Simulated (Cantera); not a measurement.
Input: 1 mol HgO, 0.078 mol H₂, 0.29 mol N₂, equilibrated at 750 °C and 13300 Pa.

Equilibrium computed with Cantera from the NASA thermochemical tables; the gas is ideal and each condensed phase is pure. Candidate condensed phases: H₂O, Hg, HgO; 25 gas species. Rates play no part.

Base state: Hg 0.547, O₂ 0.252, N₂ 0.159, H₂O 0.0426, NO 1.97e-5 (mole fractions); condensed: gas only.

What changes in the equilibrium state with this change: temperature from 750 °C to 177 °C?


| species | before | after |
|---|---|---|
| N₂ | 0.159 | 0.727 |
| H₂O | 0.0426 | 0.195 |
| Hg | 0.547 | 0.0780 |
| O₂ | 0.252 | 1.22e-9 |
| NO | 1.97e-5 | <1e-9 |
| Hg(l), mol | 0 | 0.0469 |
| HgO(s), mol | 0 | 0.922 |
